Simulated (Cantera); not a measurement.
A closed system holds: 1 mol CHF3, 0.81 mol CH4, equilibrated at 7.60 mbar.

Equilibrium computed with Cantera from the NASA thermochemical tables; the gas is ideal and each condensed phase is pure. Candidate condensed phases: C, C6H6, C7H8, C8H18; 95 gas species. Kinetics and transport are ignored.

Question: At 2023 K, list the 5 most abundant gas species with their mole fractions, and the condensed phases.

Answer: HF 0.825, H2 0.166, H 0.00887, C2H2 (acetylene) 0.000148, F 1.99e-5. Condensed: C(graphite).
